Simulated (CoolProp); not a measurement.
Computed with CoolProp (reference Helmholtz-energy equation of state, Lemmon 2005). It is a short technical equation, of lower accuracy than the large ones.

For 1-butene, give the phase and the Z, cp (kJ/(kg K)), speed of sound (m/s), isothermal compressibility (1/MPa) at 203.5 K and 5140 kPa; 217 K and 5140 kPa.


- 203.5 K and 5140 kPa: liquid; Z 0.244, cp 1.96, speed of sound 1450, isothermal compressibility 0.00100
- 217 K and 5140 kPa: liquid; Z 0.234, cp 2.00, speed of sound 1370, isothermal compressibility 0.00114
